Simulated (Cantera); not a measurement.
A perfectly stirred reactor is fed with 8.05 % H2, 5.75 % O2, 86.2 % N2, at 0.420 bar; it is held at 1250 K, and followed from long to short residence time.

Cantera simulation using the H2/O2 subset of GRI-Mech 3.0, which has no nitrogen chemistry; the numbers are that mechanism's predictions, not measurements. The temperature is held fixed by assumption; the heat of reaction is taken as removed at once.

One state of this run: x H2 = 0.000441; x O2 = 0.0181; x H = 0.000101; x H2O = 0.0832; x H2O2 = 4.31e-7; x O = 0.000114; x HO2 = 3.08e-6. x: mole fraction; the columns are a selection and need not sum to one.

Problem. Which value of τ (s) does it belong to?
A. 0.063
B. 0.0013
C. 0.17
D. 0.0035

Solution. C, 0.17
